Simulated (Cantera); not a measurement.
Charge: 1 mol SiH2Cl2, 13 mol H2O, 0.12 mol H2, at 0.200 bar.

Equilibrium computed with Cantera from the NASA thermochemical tables; the gas is ideal and each condensed phase is pure. Candidate condensed phases: H2O, Si, SiO2; 30 gas species. The tables hold silica as quartz up to 1696 K and as liquid above; real silica turns to tridymite and cristobalite and melts near 1996 K. Gases not in the tables: Si(OH)4. Rates play no part.

log p: log10 of the partial pressure in bar; n: condensed amount in mol.

```tsv
T (°C)	log p H2O	log p H2	log p HCl	log p H	log p Cl	log p OH	n SiO2(α-quartz)	n SiO2(β-quartz)
477	-0.84	-1.55	-1.58	<-12	<-12	<-12	1.00	0
577	-0.84	-1.55	-1.58	…	-11.49	<-12	0	1.00
677	-0.84	-1.55	-1.58	…	-10.08	-12.15	0	1.00
777	-0.84	-1.55	-1.58	…	-8.93	-10.65	0	1.00
877	-0.84	-1.55	-1.58	…	-7.98	-9.41	0	1.00
977	-0.84	-1.55	-1.58	…	-7.19	-8.36	0	1.00
1077	-0.84	-1.55	-1.58	…	-6.50	-7.47	0	1.00
1177	-0.84	-1.55	-1.58	…	-5.91	-6.71	0	1.00
```

Fill in the missing entries.


- 577, log p H: -11.46
- 677, log p H: -10.03
- 777, log p H: -8.87
- 877, log p H: -7.90
- 977, log p H: -7.09
- 1077, log p H: -6.40
- 1177, log p H: -5.80
